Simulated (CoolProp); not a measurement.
The fluid at 298.15 K and 0.299 MPa flows at 0.054 m/s in a round tube of 25 mm bore and 1.5 µm roughness, fully developed (64/Re and Nu = 3.66 if laminar; Colebrook and Gnielinski if turbulent). The same conditions are run with several fluids, on thermodynamics alone (safety and materials aside).

The numbers come from the reference Helmholtz-energy equation of state of each fluid (nitrogen: Span 2000; R143a: Lemmon and Jacobsen 2000; R507A: Lemmon 2003; C2F6 (R116): Lemmon 2006; methane: Setzmann 1991) in CoolProp. Blends and air are pseudo-pure fits.

**Question.** Rank nitrogen, R143a, R507A, C2F6 (R116), methane by Reynolds number, highest first.

**Answer.** C2F6 (R116) (1640), R507A (1390), R143a (1290), nitrogen (256), methane (234)

| fluid | Darcy friction factor | pressure drop (Pa/m) | heat-transfer coefficient (W/(m² K)) | mass flow (kg/h) |
|---|---|---|---|---|
| nitrogen | 0.250 | 0.0493 | 3.79 | 0.323 |
| R143a | 0.0495 | 0.0308 | 2.20 | 1.02 |
| R507A | 0.0461 | 0.0338 | 2.01 | 1.20 |
| C2F6 (R116) | 0.0389 | 0.0390 | 2.17 | 1.64 |
| methane | 0.274 | 0.0310 | 5.02 | 0.186 |

Transport values come from each fluid's own correlations; those of R143a, C2F6 (R116) are estimates that may be off by 10 % or more.
